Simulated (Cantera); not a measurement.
Input (Python, Cantera):

```python
import numpy as np
import cantera as ct

gas = ct.Solution("h2o2.yaml")
gas.TPX = 425, 100000, {'H2': 1, 'O2': 0.172, 'N2': 0.648, 'H2O': 0.42}
flame = ct.FreeFlame(gas, width=0.04)
flame.set_refine_criteria(ratio=3, slope=0.08, curve=0.16)
flame.transport_model = "mixture-averaged"
flame.solve(loglevel=0, auto=True)
flame.transport_model = "multicomponent"
flame.soret_enabled = False
flame.solve(loglevel=0, refine_grid=True)
z, T = flame.grid, flame.T
thick = (T[-1] - T[0]) / np.gradient(T, z).max()
show = ['H2', 'O2', 'H2O', 'O', 'H', 'HO2']
print(f"laminar burning velocity  {flame.velocity[0] * 100:.3f} cm/s")
print(f"burnt temperature         {T[-1]:.1f} K")
print(f"thermal thickness         {thick * 1e3:.4f} mm")
print(f"grid points               {len(z)}")
z0 = z[flame.heat_release_rate.argmax()]
print(f"{'z/mm':>9s}{'T/K':>9s}{'u/(m/s)':>9s}" + "".join(f"{s:>11s}" for s in show))
rows = []
for k in (-3, -2, -1.5, -1, -0.5, -0.25, 0, 0.25, 0.5, 1, 2, 4, 8):
    zz = z0 + k * thick
    rows.append([k * thick, np.interp(zz, z, T), np.interp(zz, z, flame.velocity),
                 *(np.interp(zz, z, flame.X[gas.species_index(s)]) for s in show)])
    print(f"{rows[-1][0] * 1e3:9.3f}{rows[-1][1]:9.1f}{rows[-1][2]:9.3f}" + "".join(f"{x:11.3e}" for x in rows[-1][3:]))
```

Result:

```
laminar burning velocity  211.681 cm/s
burnt temperature         1576.6 K
thermal thickness         0.4088 mm
grid points               107
     z/mm      T/K  u/(m/s)         H2         O2        H2O          O          H        HO2
   -1.226    425.0    2.117  4.464e-01  7.679e-02  1.875e-01  9.130e-12  3.357e-14  1.068e-09
   -0.818    425.2    2.117  4.463e-01  7.680e-02  1.875e-01  2.685e-10  1.005e-12  2.500e-08
   -0.613    425.9    2.120  4.460e-01  7.684e-02  1.877e-01  2.861e-09  1.174e-11  3.056e-07
   -0.409    432.2    2.146  4.442e-01  7.705e-02  1.884e-01  4.475e-08  6.808e-10  6.035e-06
   -0.204    534.7    2.603  4.292e-01  7.636e-02  1.979e-01  5.774e-06  4.137e-05  3.381e-04
   -0.102    776.6    3.703  4.029e-01  6.681e-02  2.264e-01  6.457e-05  1.513e-03  2.794e-04
    0.000   1046.2    4.913  3.675e-01  4.787e-02  2.705e-01  2.531e-04  7.490e-03  1.175e-04
    0.102   1232.5    5.747  3.342e-01  2.623e-02  3.146e-01  3.987e-04  1.573e-02  5.065e-05
    0.204   1335.3    6.209  3.137e-01  1.136e-02  3.436e-01  2.854e-04  2.081e-02  1.987e-05
    0.409   1418.5    6.577  3.029e-01  1.765e-03  3.627e-01  7.918e-05  2.123e-02  2.851e-06
    0.818   1474.1    6.815  3.045e-01  1.020e-04  3.671e-01  2.502e-05  1.602e-02  1.607e-07
    1.635   1517.5    6.995  3.084e-01  6.981e-06  3.684e-01  1.051e-05  1.020e-02  1.477e-08
    3.270   1546.9    7.116  3.112e-01  2.190e-06  3.694e-01  3.785e-06  5.918e-03  5.420e-09
```

Cantera simulation using the H2/O2 subset of GRI-Mech 3.0, which has no nitrogen chemistry; the numbers are that mechanism's predictions, not measurements. Burning velocities carry a grid error of a few per cent, more on coarse grids.
